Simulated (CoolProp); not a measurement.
C2F6 (R116) at several states: Z from the reference equation and from simpler models built on Tc = 293.0 K, pc = 3048 kPa, ω = 0.257; each cubic takes its own stable root.

Values from CoolProp's reference Helmholtz-energy equation of state, Lemmon 2006. It is a short technical equation, of lower accuracy than the large ones.

```json
[
 {"T (K)": "253.4", "p (kPa)": "56.9", "phase": "gas", "reference": "0.9898"},
 {"T (K)": "363.5", "p (kPa)": "226", "phase": "gas", "reference": "0.9884"},
 {"T (K)": "315.1", "p (kPa)": "313", "phase": "gas", "reference": "0.9729"},
 {"T (K)": "295.9", "p (kPa)": "323", "phase": "gas", "reference": "0.9650"},
 {"T (K)": "366.9", "p (kPa)": "7100", "phase": "supercritical", "reference": "0.6694"}
]
```

**Question.** How far does each simpler model (van der Waals, Soave-Redlich-Kwong) lie from the reference over these 5 states: mean and median of the absolute difference, and the worst?

**Answer.** 
- van der Waals: mean 2.6 %, median 0.2 %, worst -12.1 % at 366.9 K and 7100 kPa
- Soave-Redlich-Kwong: mean 1.2 %, median 0.1 %, worst +5.7 % at 366.9 K and 7100 kPa
